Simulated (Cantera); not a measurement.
Mixture: 10.5 % CH3OH, 17.9 % O2, 67.6 % N2, 3.90 % H2O, equivalence ratio 0.88, at 101000 Pa, adiabatic and at constant volume. Ignition delay is the time to a rise of 400 K.

Computed with Cantera and GRI-Mech 3.0 (53 species, 325 reactions). GRI-Mech 3.0 was tuned for natural gas; its chemistry of methanol as a main component is partial and can be far from experiment.

**Question.** Predict: delay at 1275 K; delay at 1350 K; delay at 1425 K; delay at 1500 K; delay at 1575 K; delay at 1650 K; apparent activation energy between 1500 and 1650 K.

**Answer.** 
- delay at 1275 K = 2.66 ms
- delay at 1350 K = 0.964 ms
- delay at 1425 K = 0.398 ms
- delay at 1500 K = 0.184 ms
- delay at 1575 K = 93.1 µs
- delay at 1650 K = 51.0 µs
- apparent activation energy between 1500 and 1650 K = 180 kJ/mol
